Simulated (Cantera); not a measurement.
Input (Python, Cantera):

```python
import numpy as np
import cantera as ct

surf = ct.Interface("diamond.yaml", "diamond_100")
gas, bulk = surf.adjacent["gas"], surf.adjacent["diamond"]
k = surf.kinetics_species_index(bulk.species_names[0])
cover = ["c6HH", "c6H*", "c6*H", "c6**", "c6HM", "c6B"]

rows, drift = [], 0.0
print(f"{'T':>10s}{'um/h':>11s}" + "".join(f"{s:>11s}" for s in cover))
for v in [900, 975, 1050, 1125, 1200, 1275, 1350]:
    T, P, xH, xCH3 = v, 7000, 0.00056, 0.0012
    gas.TPX = T, P, {"H": xH, "CH3": xCH3, "CH4": 0.014, "H2": 1 - xH - xCH3 - 0.014}
    surf.TP = bulk.TP = T, P
    surf.coverages = "c6H*:0.1, c6HH:0.9"
    surf.advance_coverages(100.0)
    before = surf.coverages
    surf.advance_coverages(100.0)
    drift = max(drift, np.max(np.abs(surf.coverages - before) / (surf.coverages + 1e-9)))
    rate = surf.net_production_rates[k] * bulk.mean_molecular_weight / bulk.density * 3.6e9
    rows.append([rate, *surf[cover].coverages])
    print(f"{v:10.4g}{rate:11.4e}" + "".join(f"{x:11.3e}" for x in rows[-1][1:]))
```

Result:

```
         T       um/h       c6HH       c6H*       c6*H       c6**       c6HM        c6B
       900 7.6865e+00  2.402e-01  3.474e-03  9.722e-02  9.205e-04  5.295e-01  2.086e-08
       975 1.2841e+01  2.769e-01  6.785e-03  1.493e-01  2.087e-03  4.230e-01  3.485e-08
      1050 1.5574e+01  3.519e-01  1.352e-02  2.420e-01  4.665e-03  2.680e-01  4.226e-08
      1125 1.0789e+01  4.406e-01  2.462e-02  3.686e-01  9.173e-03  9.669e-02  2.928e-08
      1200 6.1279e+00  4.633e-01  3.445e-02  4.410e-01  1.336e-02  2.212e-02  1.663e-08
      1275 4.8119e+00  4.567e-01  4.170e-02  4.648e-01  1.645e-02  4.627e-03  1.306e-08
      1350 3.8253e+00  4.536e-01  4.754e-02  4.688e-01  1.915e-02  1.000e-03  1.038e-08
```

Detailed kinetics in Cantera: the Harris–Goodwin 1993 mechanism for the reconstructed diamond (100) surface.
